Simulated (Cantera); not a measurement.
An adiabatic, constant-volume homogeneous reactor starts with CO : H2 : CH4 : O2 : N2 : H2O = 1 : 0.17 : 0.27 : 1.68 : 6.31 : 0.36 (molar parts), equivalence ratio 0.67, at 1423 K and 760 Torr. Integrator tolerance rtol = 1e-08.

Detailed kinetics in Cantera: GRI-Mech 3.0 (53 species, 325 reactions).

Q: What does this change do: N2 6.31 to 15 parts?

A: 
```json
[
 {"quantity": "time of steepest temperature rise", "before": "0.182 ms", "after": "0.337 ms"},
 {"quantity": "temperature at 2.00 s", "before": "2699 K", "after": "2327 K"},
 {"quantity": "equilibrium temperature", "before": "2699 K", "after": "2327 K"},
 {"quantity": "x(CO) at 2.00 s", "before": "0.0302 (gas-phase equilibrium 0.0302)", "after": "0.00426 (gas-phase equilibrium 0.00426)"},
 {"quantity": "x(H2) at 2.00 s", "before": "0.00430 (gas-phase equilibrium 0.00430)", "after": "0.000644 (gas-phase equilibrium 0.000644)"},
 {"quantity": "x(CH4) at 2.00 s", "before": "<1e-12 (gas-phase equilibrium <1e-12)", "after": "<1e-12 (gas-phase equilibrium <1e-12)"},
 {"quantity": "x(NO2) at 2.00 s", "before": "8.51e-6 (gas-phase equilibrium 8.51e-6)", "after": "3.23e-6 (gas-phase equilibrium 3.23e-6)"},
 {"quantity": "x(NO) at 2.00 s", "before": "0.0158 (gas-phase equilibrium 0.0158)", "after": "0.00636 (gas-phase equilibrium 0.00636)"}
]
```
